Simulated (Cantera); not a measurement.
Feed: 1 mol PbF2, 130 mol N2, held at 875 °C and 0.00825 Torr.

Equilibrium computed with Cantera from the NASA thermochemical tables; the gas is ideal and each condensed phase is pure. Candidate condensed phases: Pb, PbF2; 12 gas species. Rates play no part.

Base state: N2 0.992, PbF2 0.00357, PbF4 0.00197, Pb 0.00185, PbF 0.000242 (mole fractions); condensed: gas only.

What changes in the equilibrium state with this change: PbF2 replaced by NaCl?


```csv
species,before,after
N2,0.992,0.992
NaCl,0,0.00763
PbF2,0.00357,0
PbF4,0.00197,0
Pb,0.00185,0
PbF,0.000242,0
```
Further candidate phases: Na, NaCl.
